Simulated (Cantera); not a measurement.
A closed system holds: 1 mol TEOS, 0.22 mol CO2, 51 mol N2, held at 2050 K and 0.660 bar.

These are equilibrium values from Cantera (NASA tables, ideal gas, pure condensed phases), not measurements of a reactor. Candidate condensed phases: C, C6H6, C7H8, C8H18, H2O, Si, SiC, SiO2, Si2N2O, Si3N4; 151 gas species. The feed counts by its element totals alone. The numbers say what is thermodynamically allowed, not how fast it happens.

Base state: N2 0.776, H2 0.149, CO 0.0671, HCN 0.00607, H 0.00108, SiO 0.000700, HNC 0.000377, C2H2 (acetylene) 0.000158 (mole fractions); condensed: C(graphite) + SiC(s).

**Question.** What changes in the equilibrium state with this change: pressure from 0.660 bar to 0.00133 bar?

**Answer.** 
```csv
species,before,after
N2,0.776,0.764
H2,0.149,0.136
CO,0.0671,0.0661
H,0.00108,0.0229
Si,7.69e-6,0.00381
Si2C,2.59e-7,0.000128
SiC2,3.99e-7,0.000198
SiN,1.27e-6,2.82e-5
CN,1.16e-6,2.55e-5
"C(graphite), mol",2.43,2.70
"SiC(s), mol",0.953,0.666
```
The tables' values for SiN are old estimates; treat these amounts as uncertain.
